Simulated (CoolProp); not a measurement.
Vapour-liquid equilibrium of ethanol (1) + cyclohexane (2) at 1.9 MPa; x and y are mole fractions of (1).

The numbers come from the multi-fluid Helmholtz-energy mixture model, Schroeder 2014 and Zhou 2014; pair parameters Bell 2016 in CoolProp.

```json
[
 {"x": "0.05", "bubble temperature (K)": "483.6", "y at the bubble point": "0.157", "dew temperature at overall composition x (K)": "492.0", "liquid density (mol/L)": "6.714"},
 {"x": "0.15", "bubble temperature (K)": "468.1", "y at the bubble point": "0.356", "dew temperature at overall composition x (K)": "484.1", "liquid density (mol/L)": "7.196"},
 {"x": "0.25", "bubble temperature (K)": "459.9", "y at the bubble point": "0.466", "dew temperature at overall composition x (K)": "476.3", "liquid density (mol/L)": "7.607"},
 {"x": "0.35", "bubble temperature (K)": "455.4", "y at the bubble point": "0.537", "dew temperature at overall composition x (K)": "468.6", "liquid density (mol/L)": "8.025"},
 {"x": "0.45", "bubble temperature (K)": "452.6", "y at the bubble point": "0.591", "dew temperature at overall composition x (K)": "461.1", "liquid density (mol/L)": "8.499"},
 {"x": "0.55", "bubble temperature (K)": "450.8", "y at the bubble point": "0.640", "dew temperature at overall composition x (K)": "454.6", "liquid density (mol/L)": "9.058"},
 {"x": "0.65", "bubble temperature (K)": "449.7", "y at the bubble point": "0.693", "dew temperature at overall composition x (K)": "450.5", "liquid density (mol/L)": "9.725"},
 {"x": "0.75", "bubble temperature (K)": "449.2", "y at the bubble point": "0.756", "dew temperature at overall composition x (K)": "449.2", "liquid density (mol/L)": "10.51"},
 {"x": "0.85", "bubble temperature (K)": "449.4", "y at the bubble point": "0.836", "dew temperature at overall composition x (K)": "449.5", "liquid density (mol/L)": "11.42"},
 {"x": "0.95", "bubble temperature (K)": "450.4", "y at the bubble point": "0.939", "dew temperature at overall composition x (K)": "450.6", "liquid density (mol/L)": "12.47"}
]
```

y crosses x between x = 0.75 and 0.85: the model has an azeotrope there.

The pair parameters rest on a limited set of measurements; away from them the model extrapolates.
